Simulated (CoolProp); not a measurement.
Model: reference Helmholtz-energy equation of state, Lemmon 2006, in CoolProp. It is a short technical equation, of lower accuracy than the large ones.

Task: For C2F6 (R116), give the phase and the cv (kJ/(kg K)), isothermal compressibility (1/MPa) at 226.1 K and 15000 kPa; 239.1 K and 15000 kPa; 252.1 K and 15000 kPa.

Result: 
- 226.1 K and 15000 kPa: liquid; cv 0.675, isothermal compressibility 0.00317
- 239.1 K and 15000 kPa: liquid; cv 0.693, isothermal compressibility 0.00385
- 252.1 K and 15000 kPa: liquid; cv 0.710, isothermal compressibility 0.00471
